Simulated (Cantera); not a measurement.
What does this Cantera script print?

```python
import numpy as np
import cantera as ct

gas_names = """
    F F2 H HF H2 H2F2 H3F3 H4F4 H5F5 H6F6 H7F7 Pb PbF PbF2 PbF4 Pb2
""".split()
cond_names = """
    Pb(cr) Pb(L) PbF2(a) PbF2(b) PbF2(L)
""".split()


# ... load() reads the species with a 1 bar reference pressure and builds the phases ...
atoms = {
    'PbF2': {'Pb': 1, 'F': 2},
    'HF': {'H': 1, 'F': 1},
    'H2': {'H': 2},
}
top_T = {}  # K; cautious upper limits of use, not melting points


# ... equilibrate(T, P, feed) seeds the gas with the atoms and calls Mixture.equilibrate('TP', solver="vcs", rtol=1e-11, max_steps=5000) ...
results = []
feed = {'PbF2': 1, 'HF': 0.2, 'H2': 13}  # mol
P = 100  # Pa
for T in [725, 875, 1025, 1175, 1325, 1475, 1625, 1775, 1925]:
    mix = equilibrate(T, P, feed)
    results.append((T, P, feed, dict(zip(mix.species_names, mix.species_moles))))
    x = sorted(zip(gas.X, gas.species_names), reverse=True)
    print(f"T = {T:g} K  P = {P:g} Pa  gas = {mix.phase_moles(0):.4g} mol")
    print("   x: " + "  ".join(f"{s} {v:.3e}" for v, s in x if v > 0.001))
    print("   condensed (mol): " + ("  ".join(f"{mix.phase(i).name} {mix.phase_moles(i):.4g}"
          for i in range(1, mix.n_phases) if mix.phase_moles(i) > 1e-12) or "none"))
```

Result:

```
T = 725 K  P = 100 Pa  gas = 14.2 mol
   x: H2 8.451e-01  HF 1.549e-01
   condensed (mol): Pb(L) 1
T = 875 K  P = 100 Pa  gas = 14.21 mol
   x: H2 8.445e-01  HF 1.548e-01
   condensed (mol): Pb(L) 0.9904
T = 1025 K  P = 100 Pa  gas = 14.61 mol
   x: H2 8.216e-01  HF 1.506e-01  Pb 2.781e-02
   condensed (mol): Pb(L) 0.5937
T = 1175 K  P = 100 Pa  gas = 15.2 mol
   x: H2 7.895e-01  HF 1.447e-01  Pb 6.578e-02
   condensed (mol): none
T = 1325 K  P = 100 Pa  gas = 15.2 mol
   x: H2 7.894e-01  HF 1.447e-01  Pb 6.578e-02
   condensed (mol): none
T = 1475 K  P = 100 Pa  gas = 15.2 mol
   x: H2 7.892e-01  HF 1.447e-01  Pb 6.577e-02
   condensed (mol): none
T = 1625 K  P = 100 Pa  gas = 15.22 mol
   x: H2 7.877e-01  HF 1.446e-01  Pb 6.572e-02  H 1.980e-03
   condensed (mol): none
T = 1775 K  P = 100 Pa  gas = 15.26 mol
   x: H2 7.822e-01  HF 1.441e-01  Pb 6.552e-02  H 8.095e-03
   condensed (mol): none
T = 1925 K  P = 100 Pa  gas = 15.4 mol
   x: H2 7.658e-01  HF 1.428e-01  Pb 6.491e-02  H 2.646e-02
   condensed (mol): none
```

Equilibrium computed with Cantera from the NASA thermochemical tables; the gas is ideal and each condensed phase is pure.
